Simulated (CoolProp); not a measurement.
A single-stage vapour-compression cycle with toluene: evaporating at 326.15 K (dew point), condensing at 364.15 K (bubble point), superheat 5 K, subcooling 2 K, compressor efficiency 0.75, no pressure losses. Each further row changes one setting.

Model: reference Helmholtz-energy equation of state, Lemmon 2006, in CoolProp. It is a short technical equation, of lower accuracy than the large ones.

| case | cooling COP | pressure ratio | discharge temperature (K) | refrigerating effect (kJ/kg) | volumetric capacity (kJ/m³) |
|---|---|---|---|---|---|
| as stated | ? | 4.02 | 375.3 | 336 | 158 |
| evaporating temperature 331.15 K | 6.95 | 3.28 | ? | 342 | ? |
| condensing temperature 359.15 K | ? | ? | 370.1 | 345 | 163 |
| subcooling 7 K | ? | 4.02 | 375.3 | 345 | 163 |
| superheat 15 K | 5.90 | 4.02 | 385.2 | ? | 159 |
| compressor efficiency 0.65 | 5.08 | 4.02 | 381.3 | 336 | 158 |

**Question.** What belongs in the gaps?

**Answer.** 
- as stated, cooling COP: 5.86
- evaporating temperature 331.15 K, discharge temperature (K): 373.9
- evaporating temperature 331.15 K, volumetric capacity (kJ/m³): 195
- condensing temperature 359.15 K, cooling COP: 6.86
- condensing temperature 359.15 K, pressure ratio: 3.41
- subcooling 7 K, cooling COP: 6.02
- superheat 15 K, refrigerating effect (kJ/kg): 349
